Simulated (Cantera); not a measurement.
Input (Python, Cantera) and output of one run.

```python
import numpy as np
import cantera as ct

gas_names = """
    F F2 H HF H2 H2F2 H3F3 H4F4 H5F5 H6F6 H7F7 N NF NF2 NF3 NH NH2 NH3 N2 N2H2 N2H4 Si SiF SiF2 SiF3
    SiF4 SiH SiHF3 SiH2 SiH2F2 SiH3 SiH3F SiH4 SiN Si2 Si2N Si3
""".split()
cond_names = """
    Si(cr) Si(L) Si3N4(a)
""".split()


# ... load() reads the species with a 1 bar reference pressure and builds the phases ...
atoms = {
    'Si': {'Si': 1},
    'NF3': {'N': 1, 'F': 3},
    'H2': {'H': 2},
}
top_T = {'Si3N4(a)': 2400}  # K; cautious upper limits of use, not melting points


# ... equilibrate(T, P, feed) seeds the gas with the atoms and calls Mixture.equilibrate('TP', solver="vcs", rtol=1e-11, max_steps=5000) ...
results = []
T = 1123.15  # K
P = 200  # Pa
for m in [4.2, 7, 12, 19, 31, 52, 85]:
    feed = {'Si': 1, 'NF3': 1, 'H2': m}  # mol
    mix = equilibrate(T, P, feed)
    results.append((T, P, feed, dict(zip(mix.species_names, mix.species_moles))))

top = {s: max(r[3][s] / sum(r[3][g] for g in gas_names) for r in results) for s in gas_names}
cols = sorted((s for s in top if top[s] > 1e-05), key=lambda s: -top[s])[:6]
seen = [c for c in cond_names if any(r[3].get(c, 0) > 1e-12 for r in results)]
print("log10 of partial pressures in bar; condensed amounts in mol")
print(f"{'n(H2)':>10s}" + "".join(f"{s[:9]:>10s}" for s in cols + seen))
for T, P, feed, n in results:
    ng = sum(n[g] for g in gas_names)
    print(f"{feed['H2']:10.4g}" + "".join(f"{np.log10(max(n[s] / ng * P / 1e5, 1e-99)):10.3f}" for s in cols)
          + "".join(f"{n.get(c, 0):10.4g}" for c in seen))
```

It prints:

```
log10 of partial pressures in bar; condensed amounts in mol
     n(H2)        H2      SiF4        N2        HF     SiHF3      SiF3  Si3N4(a)
       4.2    -2.799    -3.551    -3.900    -5.426    -5.812    -5.948   0.08357
         7    -2.762    -3.737    -4.085    -5.485    -5.901    -6.057   0.08371
        12    -2.737    -3.948    -4.294    -5.560    -6.012    -6.180   0.08393
        19    -2.723    -4.136    -4.481    -5.631    -6.115    -6.290    0.0842
        31    -2.714    -4.342    -4.686    -5.712    -6.231    -6.410    0.0846
        52    -2.708    -4.564    -4.906    -5.801    -6.357    -6.540   0.08518
        85    -2.705    -4.778    -5.118    -5.888    -6.481    -6.665   0.08596
```

Cantera equilibrium calculation (NASA polynomials, part measured and part estimated; ideal gas, pure solids and liquids). The tables' values for SiF3 are old estimates; treat these amounts as uncertain.
